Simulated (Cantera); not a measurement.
Input (Python, Cantera) and output of one run.

```python
import numpy as np
import cantera as ct

gas_names = """
    H HO2 H2 H2O H2O2 O OH O2 O3 Ti TiO TiO2
""".split()
cond_names = """
    H2O(s) H2O(L) Ti(a) Ti(b) Ti(L) TiO(a) TiO(b) TiO(L) TiO2(ru) TiO2(L) Ti2O3(a) Ti2O3(b) Ti2O3(L)
    Ti3O5(a) Ti3O5(b) Ti3O5(L) Ti4O7(s) Ti4O7(L)
""".split()


# ... load() reads the species with a 1 bar reference pressure and builds the phases ...
atoms = {
    'TiO2': {'Ti': 1, 'O': 2},
    'H2': {'H': 2},
    'H2O': {'H': 2, 'O': 1},
}
top_T = {}  # K; cautious upper limits of use, not melting points


# ... equilibrate(T, P, feed) seeds the gas with the atoms and calls Mixture.equilibrate('TP', solver="vcs", rtol=1e-11, max_steps=5000) ...
results = []
feed = {'TiO2': 1, 'H2': 330, 'H2O': 3.5}  # mol
T = 1325  # K
P = 133.322  # Pa
mix = equilibrate(T, P, feed)
results.append((T, P, feed, dict(zip(mix.species_names, mix.species_moles))))
print(gas.report(threshold=1e-05))
for i in range(1, mix.n_phases):
    print(f"{mix.phase(i).name:16s} {mix.phase_moles(i):12.5e} mol")
```

Result:

```
       temperature   1325 K
          pressure   133.32 Pa
           density   2.6429e-05 kg/m^3
  mean mol. weight   2.1839 kg/kmol
   phase of matter   gas

                          1 kg             1 kmol
                     ---------------   ---------------
          enthalpy         1.296e+07        2.8303e+07  J
   internal energy        7.9157e+06        1.7287e+07  J
           entropy        1.0586e+05        2.3119e+05  J/K
    Gibbs function       -1.2731e+08       -2.7802e+08  J
 heat capacity c_p             14552             31779  J/K
 heat capacity c_v             10745             23465  J/K

                      mass frac. Y      mole frac. X     chem. pot. / RT
                     ---------------   ---------------   ---------------
                 H        2.0563e-05        4.4551e-05            -12.44
                H2           0.91341           0.98946            -24.88
               H2O          0.086571          0.010495           -58.945
     [   +9 minor]        5.3739e-08        6.8965e-09

Ti(b)             0.00000e+00 mol
TiO(b)            0.00000e+00 mol
TiO2(ru)          1.00000e+00 mol
Ti2O3(b)          0.00000e+00 mol
Ti3O5(b)          0.00000e+00 mol
Ti4O7(s)          0.00000e+00 mol
```

Method: chemical equilibrium by Gibbs-energy minimisation in Cantera with the NASA 1993 tables (ideal gas, pure condensed phases).
